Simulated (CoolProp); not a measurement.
Computed with CoolProp (reference Helmholtz-energy equation of state, Thol 2015).

Task: Give the vapour pressure (MPa), liquid density (kg/m³), vapour density (kg/m³), enthalpy of vaporisation (kJ/kg) of saturated 1,2-dichloroethane at 493 K.

Result: 
```
T (K)  p (MPa)  liquid density (kg/m³)  vapour density (kg/m³)  enthalpy of vaporisation (kJ/kg)
-----  -------  ----------------------  ----------------------  --------------------------------
493       1.99                     886                    64.6                               218
```
